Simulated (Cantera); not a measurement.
Input: 1 mol SiCl4, a varied amount of NH3, 31 mol H2, equilibrated at 998 K and 1330 Pa.

Method: chemical equilibrium by Gibbs-energy minimisation in Cantera with the NASA 1993 tables (ideal gas, pure condensed phases). Candidate condensed phases: NH4Cl, Si, Si3N4; 28 gas species. The tables' values for SiCl3 are old estimates; treat these amounts as uncertain. Kinetics and transport are ignored.

x: gas mole fraction; n: condensed amount in mol.

```csv
n(NH3) (mol),x H2,x HCl,x N2,x SiCl4,n Si3N4(s)
0.19,0.948,0.0252,2.11e-9,0.0196,0.0475
0.3,0.943,…,…,0.0189,…
0.46,0.935,0.0450,9.00e-8,0.0168,0.115
0.72,0.921,…,…,…,…
1.1,0.899,0.0957,6.15e-5,0.00479,0.274
1.7,0.884,0.110,0.00544,0.000437,0.328
2.7,0.876,0.105,0.0182,0.000166,0.331
4.1,0.867,0.0983,0.0342,8.48e-5,0.332
6.4,0.855,0.0885,0.0562,4.10e-5,0.333
9.9,0.841,0.0766,0.0822,1.85e-5,0.333
15,0.826,0.0641,0.110,7.78e-6,0.333
```

### Question
Complete the blanks.

### Answer

- 0.72, x HCl: 0.0658
- 0.72, x N2: 1.47e-6
- 0.72, x SiCl4: 0.0122
- 0.72, n Si3N4(s): 0.180
- 0.3, x HCl: 0.0329
- 0.3, x N2: 1.11e-8
- 0.3, n Si3N4(s): 0.0750
